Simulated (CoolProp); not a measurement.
The fluid at 298.15 K and 0.26 MPa (stagnation) flows isentropically through a choked orifice. The same conditions are run with several fluids, on thermodynamics alone (safety and materials aside).

Values from CoolProp's reference Helmholtz-energy equation of state of each fluid (R143a: Lemmon and Jacobsen 2000; methane: Setzmann 1991; chlorine: Thol 2021; hydrogen chloride: Thol 2018; R507A: Lemmon 2003). Blends and air are pseudo-pure fits.

```tsv
fluid	throat to inlet pressure ratio	mass flux (kg/(m² s))	throat temperature (K)
R143a	___	973	___
methane	___	444	___
chlorine	___	950	___
hydrogen chloride	0.529	687	___
R507A	0.586	___	281.8
```

Some entries are withheld; supply them.


- R143a, throat to inlet pressure ratio: 0.583
- R143a, throat temperature (K): 280.3
- methane, throat to inlet pressure ratio: 0.542
- methane, throat temperature (K): 257.7
- chlorine, throat to inlet pressure ratio: 0.540
- chlorine, throat temperature (K): 255.4
- hydrogen chloride, throat temperature (K): 248.7
- R507A, mass flux (kg/(m² s)): 1050
